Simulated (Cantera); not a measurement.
# Catalytic stagnation flow on Pt

A jet of CH₄ : O₂ : N₂ = 0.042 : 0.09 : 0.79 (molar parts) at 300 K and 0.0493 atm hits a platinum plate 4.4 cm away at a mass flux of 0.035 kg/m²/s; the plate temperature is set and raised in steps from an oxygen-covered start.

Computed with Cantera and Deutschmann's 1995 Pt surface mechanism with GRI-Mech 3.0 gas chemistry. Catalytic surfaces can have several steady states; this one follows from the mechanism file's or the stated starting coverage.

| plate T (K) | wall x CH₄ | wall x O₂ | wall x H₂O | wall x OH | wall x CO | wall x CO₂ | θ free Pt | θ O* | θ OH* |
|---|---|---|---|---|---|---|---|---|---|
| 900 | 0.0271 | 0.0583 | 0.0345 | 4.19e-8 | 1.25e-5 | 0.0227 | 0.272 | 0.727 | 0.00123 |
| 950 | 0.0198 | 0.0428 | 0.0481 | 1.30e-7 | 1.32e-5 | 0.0316 | 0.366 | 0.633 | 0.00128 |
| 1000 | 0.0144 | 0.0315 | 0.0579 | 3.41e-7 | 1.39e-5 | 0.0382 | 0.463 | 0.536 | 0.00121 |
| 1050 | 0.0109 | 0.0241 | 0.0643 | 7.90e-7 | 1.51e-5 | 0.0425 | 0.554 | 0.445 | 0.00108 |
| 1100 | 0.00864 | 0.0193 | 0.0683 | 1.65e-6 | 1.71e-5 | 0.0452 | 0.639 | 0.360 | 0.000921 |
| 1150 | 0.00718 | 0.0163 | 0.0708 | 3.17e-6 | 2.03e-5 | 0.0469 | 0.712 | 0.287 | 0.000769 |
| 1200 | 0.00623 | 0.0144 | 0.0724 | 5.67e-6 | 2.52e-5 | 0.0480 | 0.774 | 0.225 | 0.000631 |
x: mole fraction at the wall; θ: surface coverage.
